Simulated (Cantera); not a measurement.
A Cantera script and what it prints.

```python
import numpy as np
import cantera as ct

gas_names = """
    CL CL2 H HCL H2 Si SiCL SiCL2 SiCL3 SiCL4 SiH SiHCL3 SiH2 SiH2CL2 SiH3 SiH3CL SiH4 Si2 Si3
""".split()
cond_names = """
    Si(cr) Si(L)
""".split()


# ... load() reads the species with a 1 bar reference pressure and builds the phases ...
atoms = {
    'SiHCl3': {'Si': 1, 'H': 1, 'CL': 3},
    'HCl': {'H': 1, 'CL': 1},
    'H2': {'H': 2},
}
top_T = {}  # K; cautious upper limits of use, not melting points


# ... equilibrate(T, P, feed) seeds the gas with the atoms and calls Mixture.equilibrate('TP', solver="vcs", rtol=1e-11, max_steps=5000) ...
results = []
feed = {'SiHCl3': 1, 'HCl': 0.48, 'H2': 68}  # mol
T = 1925  # K
P = 110  # Pa
mix = equilibrate(T, P, feed)
results.append((T, P, feed, dict(zip(mix.species_names, mix.species_moles))))
print(gas.report(threshold=1e-05))
for i in range(1, mix.n_phases):
    print(f"{mix.phase(i).name:16s} {mix.phase_moles(i):12.5e} mol")
```

Output:

```
       temperature   1925 K
          pressure   110 Pa
           density   2.7586e-05 kg/m^3
  mean mol. weight   4.0138 kg/kmol
   phase of matter   gas

                          1 kg             1 kmol
                     ---------------   ---------------
          enthalpy        1.4097e+07        5.6582e+07  J
   internal energy        1.0109e+07        4.0576e+07  J
           entropy             62121        2.4934e+05  J/K
    Gibbs function       -1.0549e+08        -4.234e+08  J
 heat capacity c_p            8366.4             33581  J/K
 heat capacity c_v            6294.9             25267  J/K

                      mass frac. Y      mole frac. X     chem. pot. / RT
                     ---------------   ---------------   ---------------
                CL         0.0081423         0.0009219           -28.838
                 H         0.0069319          0.027602           -13.129
               HCL           0.36989          0.040723           -41.967
                H2           0.46057           0.91698           -26.258
                Si          0.068989         0.0098597           -6.1387
              SiCL         0.0095221        0.00060156           -34.976
             SiCL2          0.072881         0.0029553           -63.814
               SiH          0.001848        0.00025496           -19.268
              SiH2        0.00029207        3.8945e-05           -32.397
               Si2        0.00073848         5.277e-05           -12.277
     [   +9 minor]        0.00019651        8.6102e-06

Si(L)             0.00000e+00 mol
```

Cantera equilibrium calculation (NASA polynomials, part measured and part estimated; ideal gas, pure solids and liquids). The tables' values for SiCl are old estimates; treat these amounts as uncertain. Gases not in the tables: Si2H6 and higher silanes.
